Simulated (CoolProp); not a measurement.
Nitrogen along the isotherm 101.9 K: density (kg/m³) from the reference equation and from simpler models built on Tc = 126.2 K, pc = 3.396 MPa, ω = 0.037; each cubic takes its own stable root.

Computed with CoolProp (reference Helmholtz-energy equation of state, Span 2000).

```tsv
p (MPa)	phase	reference	van der Waals	Redlich-Kwong	Peng-Robinson
2.61	liquid	689.0	478.3	670.6	757.9
5.22	liquid	703.5	500.8	692.6	780.8
7.84	liquid	715.9	516.9	710.5	799.5
10.4	liquid	726.5	529.3	725.2	815.0
13.1	liquid	736.5	540.0	?	829.1
15.7	liquid	745.2	548.8	750.1	841.1
18.3	liquid	753.3	?	?	851.9
20.9	liquid	760.7	563.1	769.6	861.6
23.5	liquid	767.7	569.2	778.0	870.5
26.1	liquid	774.2	574.6	785.8	878.7
28.7	liquid	780.4	579.6	793.0	886.2
31.3	liquid	786.3	584.1	799.6	893.3
34	liquid	792.1	588.5	806.1	900.1
```

Complete the blanks.


- 13.1, Redlich-Kwong: 738.7
- 18.3, van der Waals: 556.4
- 18.3, Redlich-Kwong: 760.3
